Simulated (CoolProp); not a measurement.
The fluid at 293.15 K and 4.8 MPa is throttled through a valve to 2.03 MPa with no heat exchange. The same conditions are run with several fluids, on thermodynamics alone (safety and materials aside).

Model: reference Helmholtz-energy equation of state of each fluid (hexamethyldisiloxane (MM): Thol 2016; hydrogen sulfide: Lemmon 2006; R236FA: Pan 2012; neopentane: Lemmon 2006; p-xylene: Zhou 2012), in CoolProp.

**Question.** Rank hexamethyldisiloxane (MM), hydrogen sulfide, R236FA, neopentane, p-xylene by temperature change (K), highest first.

**Answer.** p-xylene (+1.3), hexamethyldisiloxane (MM) (+1.2), neopentane (+1.0), R236FA (+0.5), hydrogen sulfide (+0.1)

| fluid | final density (kg/m³) |
|---|---|
| hexamethyldisiloxane (MM) | 767 |
| hydrogen sulfide | 788 |
| R236FA | 1380 |
| neopentane | 592 |
| p-xylene | 861 |
